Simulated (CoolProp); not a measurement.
Toluene at several states: Z from the reference equation and from simpler models built on Tc = 318.6 °C, pc = 4.126 MPa, ω = 0.266; each cubic takes its own stable root.

Computed with CoolProp (reference Helmholtz-energy equation of state, Lemmon 2006). It is a short technical equation, of lower accuracy than the large ones.

| T (°C) | p (MPa) | phase | reference |
|---|---|---|---|
| -25.35 | 0.0371 | liquid | 0.001826 |
| 76.05 | 7.96 | liquid | 0.3073 |
| 336.45 | 14.7 | supercritical | 0.4845 |
| 215.55 | 0.076 | gas | 0.9871 |

**Question.** How far does each simpler model (van der Waals, Soave-Redlich-Kwong) lie from the reference over these 4 states: mean and median of the absolute difference, and the worst?

**Answer.** 
- van der Waals: mean 44.3 %, median 52.5 %, worst +71.9 % at -25.35 °C and 0.0371 MPa
- Soave-Redlich-Kwong: mean 9.7 %, median 12.4 %, worst +13.7 % at -25.35 °C and 0.0371 MPa
